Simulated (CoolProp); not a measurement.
Saturation properties of R1224YDZ (Tc = 428.7 K, pc = 3.334 MPa, ω = 0.325).

Model: reference Helmholtz-energy equation of state, Akasaka 2023, in CoolProp.

| T (K) | p (MPa) | liquid cp (kJ/(kg K)) | vapour Z |
|---|---|---|---|
| 325.1 | 0.3500 | 1.212 | ___ |
| 331.1 | 0.4151 | 1.228 | 0.8773 |
| 337 | 0.4875 | 1.245 | 0.8634 |
| 343 | 0.5706 | 1.263 | 0.8481 |
| 348.9 | 0.6622 | 1.282 | 0.8319 |
| 354.8 | 0.7643 | 1.304 | 0.8144 |
| 360.8 | 0.8799 | 1.327 | 0.7953 |
| 366.7 | 1.006 | 1.353 | 0.7750 |
| 372.7 | 1.147 | 1.382 | ___ |
| 378.6 | 1.300 | 1.416 | 0.7290 |
| 384.5 | 1.468 | 1.455 | 0.7033 |
| 390.5 | ___ | 1.503 | 0.6747 |
| 396.4 | 1.856 | 1.563 | 0.6439 |

Question: Fill in the missing entries.

Answer: 
- 325.1, vapour Z: 0.8905
- 372.7, vapour Z: 0.7527
- 390.5, p (MPa): 1.655

It boils at 288.0 K under 1 atm.
